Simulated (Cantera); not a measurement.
Feed: 1 mol SiH4, 1.3 mol N2, 0.13 mol NH3, equilibrated at 1600 K and 2000 Pa.

These are equilibrium values from Cantera (NASA tables, ideal gas, pure condensed phases), not measurements of a reactor. Candidate condensed phases: Si, Si3N4; 18 gas species. The numbers say what is thermodynamically allowed, not how fast it happens.

Question: What is the equilibrium state?

Answer: 
```json
{
 "x(H2)": "0.758",
 "x(N2)": "0.241",
 "x(H)": "0.000335",
 "n(Si3N4(s))": "0.333 mol",
 "gas_amount": "2.894 mol",
 "log10 activity of Si(s) (absent)": "-0.81"
}
```
